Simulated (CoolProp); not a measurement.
A simple Rankine cycle with n-octane: condensing at 331.15 K, boiler at 0.273 MPa, turbine inlet 453.8 K, turbine efficiency 0.75, pump efficiency 0.7, no recuperator. Each further row changes one setting.

Model: reference Helmholtz-energy equation of state, Beckmüller 2019, in CoolProp.

| case | thermal efficiency (%) | net work (kJ/kg) | heat in (kJ/kg) | turbine exit temperature (K) | volume ratio over the turbine |
|---|---|---|---|---|---|
| as stated | 12.8 | 75.1 | 586 | 415.1 | 28.6 |
| turbine inlet 473.8 K | 12.5 | 79.1 | 635 | 435.4 | 28.3 |
| condensing temperature 323.15 K | 13.7 | 82.9 | 605 | 411.4 | 40.7 |
| boiler pressure 0.191 MPa | 11.6 | 68.3 | 590 | 420.0 | 19.6 |
| turbine efficiency 0.65 | 11.1 | 65.0 | 586 | 419.7 | 28.9 |
